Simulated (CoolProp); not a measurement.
Vapour-liquid equilibrium of isohexane (1) + benzene (2) at 451.8 K; x and y are mole fractions of (1).

Values from CoolProp's multi-fluid Helmholtz-energy mixture model, Lemmon 2006 and Thol 2012; pair parameters Bell 2016.

| x | bubble pressure (MPa) | y at the bubble point | dew pressure at overall composition x (MPa) | liquid density (mol/L) |
|---|---|---|---|---|
| 0.05 | 1.055 | 0.087 | 1.033 | 8.592 |
| 0.2 | 1.181 | 0.283 | 1.127 | 7.919 |
| 0.35 | 1.273 | 0.433 | 1.223 | 7.319 |
| 0.5 | 1.345 | 0.564 | 1.311 | 6.784 |
| 0.65 | 1.402 | 0.691 | 1.385 | 6.306 |
| 0.8 | 1.449 | 0.821 | 1.442 | 5.877 |
| 0.95 | 1.487 | 0.954 | 1.485 | 5.488 |

No azeotrope shows between x = 0.05 and 0.95.

Pair parameters are fitted to limited data, so mixtures are less certain than the pure fluids.
